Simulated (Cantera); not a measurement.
An isothermal, constant-pressure homogeneous reactor starts with 4.00 % C2H6, 96.0 % N2, at 1573 K and 0.0237 atm.

Detailed kinetics in Cantera: GRI-Mech 3.0 (53 species, 325 reactions). GRI-Mech 3.0 stops at C3 and has no aromatics, soot or wall deposition, so with more carbon than oxygen in the feed, carbon stays in small species such as C2H2 where larger ones or solid carbon would form. Radical loss at walls, strong at low pressure, is not modelled.

One state of this run: x C2H6 = 0.0164; x C2H2 = 0.00146; x H = 0.000402; x HCN = 1.02e-6; x C2H = 1.09e-7; x C2H4 = 0.0142. x: mole fraction; the columns are a selection and need not sum to one.

Which value of t (s) does it belong to?
(A) 0.00115
(B) 0.0379
(C) 0.522
(D) 0.0909

A, 0.00115
